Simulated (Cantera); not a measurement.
Input: 1 mol Cu, 1.9 mol F2, equilibrated at 75.0 Pa.

Cantera equilibrium calculation (NASA polynomials, part measured and part estimated; ideal gas, pure solids and liquids). Candidate condensed phases: Cu, CuF2; 6 gas species. The numbers say what is thermodynamically allowed, not how fast it happens.

### Question
Which condensed phases are stable at each of these points (T (K)): 825, 900, 975, 1050, 1125, 1200, 1275, 1350, 1425, 1500?

### Answer
```tsv
T (K)	condensed phases	Cu condensed (%)
825	CuF2(s)	100.0
900	CuF2(s)	99.9
975	CuF2(s)	98.8
1050	CuF2(s)	87.3
1125	gas only	0.0
1200	gas only	0.0
1275	gas only	0.0
1350	gas only	0.0
1425	gas only	0.0
1500	gas only	0.0
```

From 825 K to 1050 K the condensed part is CuF2(s). From 1125 K to 1500 K nothing is condensed.
